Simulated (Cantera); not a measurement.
Input: 1 mol Pb, 0.17 mol CO, 19 mol H2, held at 1098 K and 7.50 Torr.

Method: chemical equilibrium by Gibbs-energy minimisation in Cantera with the NASA 1993 tables (ideal gas, pure condensed phases). Candidate condensed phases: C, C6H6, C7H8, C8H18, H2O, Pb, PbO, PbO2, Pb3O4; 113 gas species. Rates play no part.

Base state: H2 0.980, Pb 0.0117, CO 0.00871, CH4 5.27e-5, H2O 5.22e-5 (mole fractions); condensed: Pb(l).

Problem. What changes in the equilibrium state with this change: temperature from 1098 K to 948.15 K?

Solution. 
```tsv
species	before	after
H2	0.980	0.990
CO	0.00871	0.00849
Pb	0.0117	0.000481
CH4	5.27e-5	0.000372
H2O	5.22e-5	0.000367
Pb(l), mol	0.773	0.991
```
